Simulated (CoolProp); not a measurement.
Vapour-liquid equilibrium of dimethyl ether (1) + n-butane (2) at 14 bar; x and y are mole fractions of (1).

Model: multi-fluid Helmholtz-energy mixture model, Wu 2011 and Bücker 2006; pair parameters Bell 2016, in CoolProp.

### Question
Give the bubble temperature and the first vapour's composition at x = 0.05, 0.2, 0.575. Is there an azeotrope?

### Answer
x = 0.05: 364.8 K, y = 0.101; x = 0.2: 355.0 K, y = 0.343; x = 0.575: 340.1 K, y = 0.704. No azeotrope shows between x = 0.05 and 0.95.

Pair parameters are fitted to limited data, so mixtures are less certain than the pure fluids.
